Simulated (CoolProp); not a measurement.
CH3F (R41) along the isotherm 425 K: density (kg/m³) from the reference equation and from simpler models built on Tc = 317.3 K, pc = 59.06 bar, ω = 0.200; each cubic takes its own stable root.

The numbers come from the reference Helmholtz-energy equation of state, Lemmon 2006 in CoolProp. It is a short technical equation, of lower accuracy than the large ones.

```csv
p (bar),phase,reference,van der Waals,Redlich-Kwong,Peng-Robinson
1.87,gas,1.809,1.809,1.809,1.809
3.84,gas,3.734,3.733,3.733,3.734
7.88,gas,7.742,7.737,7.735,7.739
16.2,gas,16.26,16.25,16.23,16.24
33.2,gas,34.83,34.89,34.75,34.74
68.2,supercritical,78.67,80.08,78.45,77.77
140,supercritical,194.0,204.4,189.8,182.0
288,supercritical,412.1,333.8,360.5,358.4
591,supercritical,580.0,411.9,496.2,521.7
```
